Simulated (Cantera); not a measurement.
Charge: 1 mol Si2Cl6, 2.3 mol N2, 40 mol H2, at 0.440 bar.

Method: chemical equilibrium by Gibbs-energy minimisation in Cantera with the NASA 1993 tables (ideal gas, pure condensed phases). Candidate condensed phases: NH4Cl, Si, Si3N4; 28 gas species. The feed counts by its element totals alone. N2 is the only nitrogen source here; it is nearly inert below about 1500 K, so the nitride shown seldom forms there in practice. Gases not in the tables: Si2H6 and higher silanes. Kinetics and transport are ignored.

Which condensed phases are stable at each of these points (T (°C)): 1102, 1152, 1202, 1252, 1302, 1352, 1402, 1452, 1502, 1552, 1602, 1652, 1702?


```tsv
T (°C)	condensed phases	Si condensed (%)
1102	Si3N4(s)	97.6
1152	Si3N4(s)	96.8
1202	Si3N4(s)	95.2
1252	Si3N4(s)	92.6
1302	Si3N4(s)	88.6
1352	Si3N4(s)	82.9
1402	Si3N4(s)	75.6
1452	Si3N4(s)	67.0
1502	Si3N4(s)	57.4
1552	Si3N4(s)	47.4
1602	Si(l)	45.4
1652	Si(l)	46.9
1702	Si(l)	48.2
```

From 1102 °C to 1552 °C the condensed part is Si3N4(s). From 1602 °C to 1702 °C the condensed part is Si(l).
